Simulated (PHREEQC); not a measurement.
Solution (85 °C): 0.14 mol NaOH and 0.00041 mol H3BO3 per kg of water. Closed to the air; pH follows from the charge balance.

Model: ion-association model, phreeqc.dat, run in PHREEQC.

- pH = 11.49
- ionic strength = 0.140 mol/kgw
- specific conductance = 73300 µS/cm
- density = 0.975 g/cm³
- total alkalinity = 140 meq/kg

```csv
species,molality,activity,log γ
Na+,0.140,0.103,-0.131
OH-,0.140,0.0989,-0.150
H2BO3-,0.000409,0.000301,-0.133
H3BO3,6.57e-7,6.78e-7,0.014
O2,2.63e-8,2.72e-8,0.014
```

This is a speciation only: nothing precipitates in the calculation. Constants without temperature data keep their 25 °C values here.
